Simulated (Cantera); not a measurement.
A closed system holds: 1 mol MgCO3, 0.1 mol H2, 1.8 mol CO2, at 0.100 bar.

These are equilibrium values from Cantera (NASA tables, ideal gas, pure condensed phases), not measurements of a reactor. Candidate condensed phases: C, C6H6, C7H8, C8H18, H2O, Mg, MgCO3, MgO, Mg(OH)2; 116 gas species. Rates play no part. All values below are at 1923 K.

Base state: CO2 0.923, CO 0.0394, H2O 0.0338, O2 0.00252, OH 0.000473, H2 0.000335, O 5.75e-5, H 5.45e-5 (mole fractions); condensed: MgO(s).

What changes in the equilibrium state with this change: pressure from 0.100 bar to 0.180 bar?


```
species        before     after
-----------  --------  --------
CO2             0.923     0.926
CO             0.0394    0.0374
H2O            0.0338    0.0339
O2            0.00252   0.00156
O             5.75e-5   3.37e-5
H             5.45e-5   3.96e-5
OH           0.000473  0.000363
H2           0.000335  0.000319
MgO(s), mol     1.000     1.000
```
